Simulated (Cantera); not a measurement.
Si3H8 + HCl + H2 (silicon epitaxy and polysilicon growth)

A closed system holds: 1 mol Si3H8, 0.023 mol HCl, 26 mol H2, equilibrated at 1748.15 K.

Method: chemical equilibrium by Gibbs-energy minimisation in Cantera with the NASA 1993 tables (ideal gas, pure condensed phases). Candidate condensed phases: Si; 19 gas species. The feed counts by its element totals alone. Gases not in the tables: Si2H6 and higher silanes. Rates play no part.

From 1.00 mbar to 2.00 bar the condensed part is Si(l). The main Si-bearing gas is Si at 1.00 mbar and SiH2 at 2.00 bar.

```tsv
P (Pa)	log p H2	log p H	log p Si	log p HCl	n Si(l)
100	-3.00	-5.14	-5.84	-6.12	2.95
460	-2.34	-4.81	-5.84	-5.46	2.99
2100	-1.68	-4.48	-5.84	-4.80	3.00
9600	-1.02	-4.15	-5.84	-4.14	3.00
44000	-0.36	-3.82	-5.84	-3.47	3.00
200000	0.30	-3.49	-5.84	-2.82	3.00
```
log p: log10 of the partial pressure in bar; n: condensed amount in mol.
